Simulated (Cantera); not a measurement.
Input: 1 mol MgO, 8.3 mol N2, equilibrated at 0.100 bar.

Cantera equilibrium calculation (NASA polynomials, part measured and part estimated; ideal gas, pure solids and liquids). Candidate condensed phases: Mg, MgO; 13 gas species. The numbers say what is thermodynamically allowed, not how fast it happens.

At 2598 K, list the 6 most abundant gas species with their mole fractions, and the condensed phases.

N2 0.944, Mg 0.0317, O2 0.00924, O 0.00701, NO 0.00623, MgO 0.00169. Condensed: MgO(s).
